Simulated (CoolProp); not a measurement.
A closed Brayton cycle with carbon dioxide: compressor inlet 327.15 K and 10 MPa, high pressure 20.2 MPa, turbine inlet 840 K, compressor efficiency 0.89, turbine efficiency 0.9, recuperator effectiveness 0 (on enthalpy, no pinch check). Each further row changes one setting.

Computed with CoolProp (reference Helmholtz-energy equation of state, Span 1996).

| case | thermal efficiency (%) | net work (kJ/kg) | compressor to turbine work | compressor exit (K) | turbine exit (K) |
|---|---|---|---|---|---|
| as stated | 11.0 | 68.6 | 0.29 | 376.0 | 753.6 |
| turbine inlet 790 K | 11.1 | 62.2 | 0.31 | 376.0 | 706.7 |
| compressor inlet 337.15 K | 10.7 | 62.9 | 0.35 | 393.9 | 753.6 |
| high pressure 17.2 MPa | 8.6 | 54.8 | 0.27 | 364.8 | 773.0 |
| recuperator effectiveness 0.5 | 17.2 | 68.6 | 0.29 | 376.0 | 753.6 |
